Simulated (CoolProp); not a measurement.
Model: reference Helmholtz-energy equation of state, Gao 2020, in CoolProp.

Task: For ammonia, give the phase and the density (kg/m³), expansivity (1/kK), fugacity coefficient at 396.4 K and 466 bar; 494.1 K and 30.3 bar.

Result: 
- 396.4 K and 466 bar: liquid; density 509, expansivity 2.92, fugacity coefficient 0.209
- 494.1 K and 30.3 bar: gas; density 13.2, expansivity 2.43, fugacity coefficient 0.953
